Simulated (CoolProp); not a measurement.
Vapour-liquid equilibrium of isohexane (1) + benzene (2) at 0.43 bar; x and y are mole fractions of (1).

Values from CoolProp's multi-fluid Helmholtz-energy mixture model, Lemmon 2006 and Thol 2012; pair parameters Bell 2016.

```json
[
 {"x": "0.05", "bubble temperature (K)": "324.4", "y at the bubble point": "0.156", "dew temperature at overall composition x (K)": "326.7", "liquid density (mol/L)": "10.57"},
 {"x": "0.2", "bubble temperature (K)": "318.5", "y at the bubble point": "0.415", "dew temperature at overall composition x (K)": "323.5", "liquid density (mol/L)": "9.957"},
 {"x": "0.35", "bubble temperature (K)": "315.2", "y at the bubble point": "0.554", "dew temperature at overall composition x (K)": "320.0", "liquid density (mol/L)": "9.379"},
 {"x": "0.5", "bubble temperature (K)": "313.1", "y at the bubble point": "0.657", "dew temperature at overall composition x (K)": "316.5", "liquid density (mol/L)": "8.851"},
 {"x": "0.65", "bubble temperature (K)": "311.5", "y at the bubble point": "0.753", "dew temperature at overall composition x (K)": "313.3", "liquid density (mol/L)": "8.371"},
 {"x": "0.8", "bubble temperature (K)": "310.2", "y at the bubble point": "0.854", "dew temperature at overall composition x (K)": "310.8", "liquid density (mol/L)": "7.935"},
 {"x": "0.95", "bubble temperature (K)": "309.1", "y at the bubble point": "0.962", "dew temperature at overall composition x (K)": "309.2", "liquid density (mol/L)": "7.537"}
]
```

No azeotrope shows between x = 0.05 and 0.95.

The pair parameters rest on a limited set of measurements; away from them the model extrapolates.
